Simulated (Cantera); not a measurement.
A diamond (100) surface in a fixed gas of H2 with x(CH4) = 0.009, x(H) = 0.025, x(CH3) = 2.4e-05, at 1150 K; coverages are run to steady state.

Computed with Cantera and the Harris–Goodwin 1993 mechanism for the reconstructed diamond (100) surface.

One state of this run: growth (µm/h) = 0.431; θ c6HH = 0.473; θ c6H* = 0.0333; θ c6*H = 0.469; θ c6** = 0.0243; θ c6HM = 0.000213. θ: site fractions in the mechanism's names (c6HH fully hydrogenated, c6H* and c6*H radical sites, c6** diradical, c6HM methylated).

**Question.** Which value of P (Pa) does it belong to?
A. 2600
B. 7700
C. 13000
D. 490

**Answer.** A, 2600
